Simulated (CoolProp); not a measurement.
Properties of methanol at several states.

Values from CoolProp's reference Helmholtz-energy equation of state, de Reuck 1993.

```tsv
T (°C)	p (kPa)	phase	viscosity (µPa s)	fugacity coefficient
312.45	18.6	gas	[?]	0.9996
158.85	212	gas	[?]	0.9821
340.95	158	gas	[?]	0.9968
314.55	110	gas	[?]	0.9975
280.65	28.2	gas	[?]	0.9992
```

Problem. Complete the blanks.

Solution. 
- 312.45, viscosity (µPa s): 19.3
- 158.85, viscosity (µPa s): 14.0
- 340.95, viscosity (µPa s): 20.3
- 314.55, viscosity (µPa s): 19.4
- 280.65, viscosity (µPa s): 18.2

Viscosity comes from a separate model (Xiang 2006).
